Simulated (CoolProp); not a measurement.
Methanol at 275.03 K and 1.31 MPa flows at 2 m/s in a round tube of 100 mm bore and 15 µm roughness, fully developed (64/Re and Nu = 3.66 if laminar; Colebrook and Gnielinski if turbulent). Each further row changes one setting.

Values from CoolProp's reference Helmholtz-energy equation of state, de Reuck 1993.

| case | Reynolds number | Darcy friction factor | pressure drop (Pa/m) | heat-transfer coefficient (W/(m² K)) | mass flow (kg/h) |
|---|---|---|---|---|---|
| as stated | 206000 | 0.0167 | 270 | 2720 | 45700 |
| velocity 4 m/s | 412000 | 0.0153 | 988 | 5140 | 91500 |
| diameter 200 mm | 412000 | 0.0145 | 117 | 2480 | 183000 |

Viscosity comes from a separate model (Xiang 2006). Thermal conductivity comes from a separate model (Sykioti 2013).
